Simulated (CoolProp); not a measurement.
Diethyl ether at several states: density (kg/m³) from the reference equation and from simpler models built on Tc = 467.9 K, pc = 3.717 MPa, ω = 0.282; each cubic takes its own stable root.

The numbers come from the reference Helmholtz-energy equation of state, Thol 2014 in CoolProp.

```csv
T (K),p (MPa),phase,reference,van der Waals,Redlich-Kwong,Soave-Redlich-Kwong,Peng-Robinson
531,7.67,supercritical,272.5,264.4,268.2,236.8,253.0
433.1,0.0567,gas,1.175,1.174,1.175,1.175,1.176
284.9,0.139,liquid,723.0,4.512,638.2,660.9,746.0
369.6,5.11,liquid,628.0,394.1,549.4,572.3,646.8
```

At some of these states van der Waals gives the other phase, because its saturation line lies elsewhere.
